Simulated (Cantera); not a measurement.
Thermodynamics of nitride etching, feed Si3N4 + NF3 + H2

Charge: 1 mol Si3N4, 4.9 mol NF3, 67 mol H2, equilibrated at 798 K and 0.0100 bar.

Equilibrium computed with Cantera from the NASA thermochemical tables; the gas is ideal and each condensed phase is pure. Candidate condensed phases: Si, Si3N4; 37 gas species. Kinetics and transport are ignored.

| Quantity | Result |
|---|---|
| x(H2) | 0.866 |
| x(N2) | 0.0587 |
| x(SiF4) | 0.0396 |
| x(HF) | 0.0356 |
| x(NH3) | 5.96e-6 |
| gas amount | 75.80 mol |
| log10 activity of Si(s) (absent) | -19.28 |
